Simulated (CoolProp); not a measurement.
The fluid at 499.19 K and 0.0611 MPa expands adiabatically to 0.00422 MPa with isentropic efficiency 0.85. The same conditions are run with several fluids, on thermodynamics alone (safety and materials aside).

Model: reference Helmholtz-energy equation of state of each fluid (dodecamethylpentasiloxane (MD3M): Thol 2019; R113: Marx 1992; cyclopentane: Gedanitz 2015; R11: Jacobsen 1992; toluene: Lemmon 2006), in CoolProp.

Rank dodecamethylpentasiloxane (MD3M), R113, cyclopentane, R11, toluene by work (kJ/kg), highest first.

cyclopentane (124), toluene (95.3), R11 (60.8), R113 (46.6), dodecamethylpentasiloxane (MD3M) (23.5)

```json
[
 {"fluid": "dodecamethylpentasiloxane (MD3M)", "final temperature (K)": "485.0", "final density (kg/m³)": "0.405"},
 {"fluid": "R113", "final temperature (K)": "439.6", "final density (kg/m³)": "0.216"},
 {"fluid": "cyclopentane", "final temperature (K)": "437.0", "final density (kg/m³)": "0.0815"},
 {"fluid": "R11", "final temperature (K)": "407.2", "final density (kg/m³)": "0.171"},
 {"fluid": "toluene", "final temperature (K)": "444.4", "final density (kg/m³)": "0.105"}
]
```
